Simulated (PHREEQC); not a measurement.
1.4 g of hydrous ferric oxide (600 m²/g; 0.2 weak and 0.005 strong sites per Fe, Dzombak-Morel constants, diffuse double layer) in 1 kg of water with 0.05 mol/kgw of an inert sodium salt, at 25 °C; the pH is set by adding NaOH or the inert anion's acid. Oxygen is held at 0.21 atm. CO2 from the air is kept out. Nothing may precipitate in this run.

Base run: PHREEQC, ion-association model, wateq4f.dat. Each further column changes one thing. The table gives surface charge σ (C/m²).

| pH | base | background salt from 0.05 to 0.005 mol/kgw | oxide from 1.4 to 7 g/kgw | 0.002 mol/kgw Ag2SO4 added |
|---|---|---|---|---|
| 4 | 0.295 | 0.189 | 0.299 | [?] |
| 5 | 0.181 | 0.092 | 0.184 | 0.061 |
| 5.5 | 0.130 | 0.061 | 0.132 | 0.053 |
| 6 | 0.089 | 0.038 | 0.090 | [?] |
| 7 | 0.034 | 0.013 | 0.034 | 0.024 |
| 8 | 0.003 | [?] | 0.003 | 0.002 |
| 8.5 | -0.010 | [?] | -0.010 | -0.009 |
| 9 | -0.026 | -0.009 | -0.026 | [?] |
| 10 | -0.074 | -0.031 | -0.075 | -0.022 |

Complete the blanks.


- 4, 0.002 mol/kgw Ag2SO4 added: 0.070
- 6, 0.002 mol/kgw Ag2SO4 added: 0.043
- 8, background salt from 0.05 to 0.005 mol/kgw: 0.001
- 8.5, background salt from 0.05 to 0.005 mol/kgw: -0.004
- 9, 0.002 mol/kgw Ag2SO4 added: -0.016

 In at least one series the solution becomes supersaturated in solids that the run did not let form, among them Ag2O.
